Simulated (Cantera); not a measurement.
Standard-state values (1 bar) from the NASA 1993 polynomials, evaluated with Cantera. Values are per mole of reaction as written; species without (g) are pure solids or liquids, kept so even where they would boil at 1 bar.

2 H(g) + F2(g) = 2 HF(g)

| T (K) | ΔH° (kJ) | ΔS° (J/K) | ΔG° (kJ) | log10 K |
|---|---|---|---|---|
| 300 | … | … | … | … |
| 400 | … | … | … | … |
| 500 | … | … | … | … |
| 600 | … | … | … | … |
| 700 | -988.0 | -99.1 | -918.7 | 68.55 |
| 800 | -989.9 | -101.6 | -908.6 | 59.33 |
| 900 | -991.8 | -103.8 | -898.3 | 52.14 |

**Question.** What belongs in the gaps?

**Answer.** 
- 300, ΔH° (kJ): -981.1
- 300, ΔS° (J/K): -84.8
- 300, ΔG° (kJ): -955.7
- 300, log10 K: 166.40
- 400, ΔH° (kJ): -982.7
- 400, ΔS° (J/K): -89.2
- 400, ΔG° (kJ): -947.0
- 400, log10 K: 123.66
- 500, ΔH° (kJ): -984.4
- 500, ΔS° (J/K): -92.9
- 500, ΔG° (kJ): -937.9
- 500, log10 K: 97.98
- 600, ΔH° (kJ): -986.1
- 600, ΔS° (J/K): -96.2
- 600, ΔG° (kJ): -928.4
- 600, log10 K: 80.82
